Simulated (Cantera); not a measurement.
An isothermal, constant-pressure homogeneous reactor starts with NO : N2 = 1 : 0.17 (molar parts), at 1675 K and 20.0 Torr. Integrator tolerance rtol = 1e-08.

Computed with Cantera and GRI-Mech 3.0 (53 species, 325 reactions). Radical loss at walls, strong at low pressure, is not modelled.

**Question.** What does this change do: NO 1 to 3.2 parts?

**Answer.** 
| quantity | before | after |
|---|---|---|
| x(NO) at 30.0 s | 0.772 (gas-phase equilibrium 0.00321) | 0.849 (gas-phase equilibrium 0.00324) |
| x(O) at 30.0 s | 5.17e-5 (gas-phase equilibrium 0.000137) | 5.66e-5 (gas-phase equilibrium 0.000145) |
| x(N2) at 30.0 s | 0.187 (gas-phase equilibrium 0.571) | 0.101 (gas-phase equilibrium 0.524) |
| x(N2O) at 30.0 s | 0.000191 (gas-phase equilibrium 2.62e-8) | 0.000228 (gas-phase equilibrium 2.53e-8) |
| x(O2) at 30.0 s | 0.0412 (gas-phase equilibrium 0.426) | 0.0501 (gas-phase equilibrium 0.473) |

**Question.** What does this change do: temperature 1675 to 2100 K?

**Answer.** 
```
quantity                                            before                                    after
----------------  ----------------------------------------  ---------------------------------------
x(NO) at 30.0 s      0.772 (gas-phase equilibrium 0.00321)    0.0120 (gas-phase equilibrium 0.0119)
x(O) at 30.0 s    5.17e-5 (gas-phase equilibrium 0.000137)  0.00553 (gas-phase equilibrium 0.00553)
x(N2) at 30.0 s        0.187 (gas-phase equilibrium 0.571)      0.565 (gas-phase equilibrium 0.565)
x(N2O) at 30.0 s  0.000191 (gas-phase equilibrium 2.62e-8)  9.27e-8 (gas-phase equilibrium 9.21e-8)
x(O2) at 30.0 s       0.0412 (gas-phase equilibrium 0.426)      0.417 (gas-phase equilibrium 0.417)
```
